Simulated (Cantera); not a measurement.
Calcination and drying: Mg(OH)2 + H2

Feed: 1 mol Mg(OH)2, 0.09 mol H2, held at 0.180 bar.

Method: chemical equilibrium by Gibbs-energy minimisation in Cantera with the NASA 1993 tables (ideal gas, pure condensed phases). Candidate condensed phases: H2O, Mg, MgO, Mg(OH)2; 15 gas species. The numbers say what is thermodynamically allowed, not how fast it happens.

From 648 K to 2148 K the condensed part is MgO(s).

```csv
T (K),x H2O,x H2,x OH,x H,x O2,x Mg(OH)2,x O,n MgO(s)
648,0.917,0.0826,<1e-12,<1e-12,<1e-12,<1e-12,<1e-12,1.00
798,0.917,0.0826,<1e-12,1.80e-12,<1e-12,<1e-12,<1e-12,1.00
948,0.917,0.0826,5.71e-12,3.55e-10,<1e-12,<1e-12,<1e-12,1.00
1098,0.917,0.0826,8.19e-10,1.68e-8,<1e-12,6.03e-11,<1e-12,1.00
1248,0.917,0.0826,3.59e-8,3.16e-7,<1e-12,2.12e-9,<1e-12,1.00
1398,0.917,0.0826,7.02e-7,3.20e-6,1.32e-10,3.46e-8,2.48e-11,1.00
1548,0.917,0.0826,7.74e-6,2.09e-5,8.52e-9,3.26e-7,1.66e-9,1.00
1698,0.917,0.0825,5.59e-5,9.79e-5,2.66e-7,2.06e-6,5.32e-8,1.000
1848,0.917,0.0825,0.000293,0.000359,4.76e-6,9.62e-6,9.74e-7,1.000
1998,0.915,0.0826,0.00120,0.00109,5.50e-5,3.54e-5,1.15e-5,1.000
2148,0.909,0.0837,0.00397,0.00284,0.000438,0.000107,9.51e-5,1.000
```
x: gas mole fraction; n: condensed amount in mol.
